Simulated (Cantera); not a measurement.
Input: 1 mol CH4, 0.2 mol H2O, equilibrated at 948.15 K and 0.133 bar.

Cantera equilibrium calculation (NASA polynomials, part measured and part estimated; ideal gas, pure solids and liquids). Candidate condensed phases: C, C6H6, C7H8, C8H18, H2O; 110 gas species. Equilibrium is a limit: real reactors are often held back by kinetics, nucleation or transport.

Base state: H2 0.897, CO 0.0745, CH4 0.0184, H2O 0.00861, CO2 0.00129 (mole fractions); condensed: C(graphite).

Question: What changes in the equilibrium state with this change: H2O from 0.2 to 1.8 mol?

Answer: 
```tsv
species	before	after
H2	0.897	0.673
CO	0.0745	0.158
H2O	0.00861	0.118
CO2	0.00129	0.0500
CH4	0.0184	0.00119
C(graphite), mol	0.780	0
```

Question: What changes in the equilibrium state with this change: H2O from 0.2 to 0.11 mol?

Answer: 
| species | before | after |
|---|---|---|
| H2 | 0.897 | 0.930 |
| CO | 0.0745 | 0.0446 |
| CH4 | 0.0184 | 0.0198 |
| H2O | 0.00861 | 0.00534 |
| CO2 | 0.00129 | 0.000462 |
| C(graphite), mol | 0.780 | 0.860 |
